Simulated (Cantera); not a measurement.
## Adiabatic ignition

An adiabatic, constant-volume homogeneous reactor starts with CH₄ : O₂ : N₂ = 1 : 1.67 : 6.27 (molar parts), equivalence ratio 1.2, at 1750 K and 5.00 bar.

Cantera simulation using GRI-Mech 3.0 (53 species, 325 reactions); the numbers are that mechanism's predictions, not measurements. Above 3000 K some thermodynamic fits are extrapolated.

```
t (s)     T (K)  P (bar)   x CH₄     x O₂    x CO₂     x CO     x HCO     x H₂O
--------  -----  -------  ------  -------  -------  -------  --------  --------
2.00e-6    1750     5.00   0.112    0.187  7.27e-9  6.76e-8  5.16e-10   2.00e-5
7.29e-6    1749     5.00   0.111    0.187  4.41e-7  5.78e-6   2.01e-8  0.000212
2.65e-5    1780     5.09   0.103    0.181  5.94e-5  0.00145   2.31e-6   0.00580
9.67e-5    3165     9.76  <1e-12  0.00935   0.0351   0.0685   6.95e-7     0.150
0.000352   3161     9.75  <1e-12  0.00900   0.0349   0.0686   6.94e-7     0.149
0.00128    3161     9.75  <1e-12  0.00900   0.0349   0.0686   6.94e-7     0.149
0.00468    3161     9.75  <1e-12  0.00900   0.0349   0.0686   6.94e-7     0.149
0.0170     3161     9.75  <1e-12  0.00900   0.0349   0.0686   6.94e-7     0.149
0.0620     3161     9.75  <1e-12  0.00900   0.0349   0.0686   6.94e-7     0.149
0.226      3161     9.75  <1e-12  0.00900   0.0349   0.0686   6.94e-7     0.149
0.823      3161     9.75  <1e-12  0.00900   0.0349   0.0686   6.94e-7     0.149
3.00       3161     9.75  <1e-12  0.00900   0.0349   0.0686   6.94e-7     0.149
```
x: mole fraction; the columns are a selection and need not sum to one.

The time of steepest temperature rise comes out as 38.9 µs, the temperature at 3.00 s is 3161 K and the equilibrium temperature is 3161 K. The x(CH₄) at 3.00 s is <1e-12 (gas-phase equilibrium 1.08e-12), the x(O₂) at 3.00 s comes out as 0.00900 (gas-phase equilibrium 0.00900) and the x(CO₂) at 3.00 s comes out as 0.0349 (gas-phase equilibrium 0.0349).
